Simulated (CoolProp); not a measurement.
Saturation properties of nitrous oxide (Tc = 309.5 K, pc = 7245 kPa, ω = 0.161).

Computed with CoolProp (reference Helmholtz-energy equation of state, Lemmon 2006). It is a short technical equation, of lower accuracy than the large ones.

```json
[
 {"T (K)": "225.1", "p (kPa)": "698.1", "liquid density (kg/m³)": "1103", "enthalpy of vaporisation (kJ/kg)": "…"},
 {"T (K)": "229.7", "p (kPa)": "829.1", "liquid density (kg/m³)": "1087", "enthalpy of vaporisation (kJ/kg)": "…"},
 {"T (K)": "234.4", "p (kPa)": "981.0", "liquid density (kg/m³)": "1070", "enthalpy of vaporisation (kJ/kg)": "309.1"},
 {"T (K)": "239.1", "p (kPa)": "1153", "liquid density (kg/m³)": "1053", "enthalpy of vaporisation (kJ/kg)": "301.5"},
 {"T (K)": "243.8", "p (kPa)": "1345", "liquid density (kg/m³)": "1035", "enthalpy of vaporisation (kJ/kg)": "293.5"},
 {"T (K)": "248.5", "p (kPa)": "1560", "liquid density (kg/m³)": "1017", "enthalpy of vaporisation (kJ/kg)": "285.2"},
 {"T (K)": "253.1", "p (kPa)": "1794", "liquid density (kg/m³)": "998.3", "enthalpy of vaporisation (kJ/kg)": "276.6"},
 {"T (K)": "257.8", "p (kPa)": "2059", "liquid density (kg/m³)": "978.5", "enthalpy of vaporisation (kJ/kg)": "267.4"},
 {"T (K)": "262.5", "p (kPa)": "…", "liquid density (kg/m³)": "…", "enthalpy of vaporisation (kJ/kg)": "257.5"},
 {"T (K)": "267.2", "p (kPa)": "2672", "liquid density (kg/m³)": "…", "enthalpy of vaporisation (kJ/kg)": "247.0"},
 {"T (K)": "271.9", "p (kPa)": "…", "liquid density (kg/m³)": "913.4", "enthalpy of vaporisation (kJ/kg)": "235.8"},
 {"T (K)": "276.5", "p (kPa)": "3399", "liquid density (kg/m³)": "889.6", "enthalpy of vaporisation (kJ/kg)": "223.9"},
 {"T (K)": "281.2", "p (kPa)": "3817", "liquid density (kg/m³)": "863.6", "enthalpy of vaporisation (kJ/kg)": "210.8"}
]
```

### Question
What belongs in the gaps?

### Answer

- 225.1, enthalpy of vaporisation (kJ/kg): 323.1
- 229.7, enthalpy of vaporisation (kJ/kg): 316.3
- 262.5, p (kPa): 2351
- 262.5, liquid density (kg/m³): 957.9
- 267.2, liquid density (kg/m³): 936.2
- 271.9, p (kPa): 3023

It boils at 184.7 K under 1 atm.
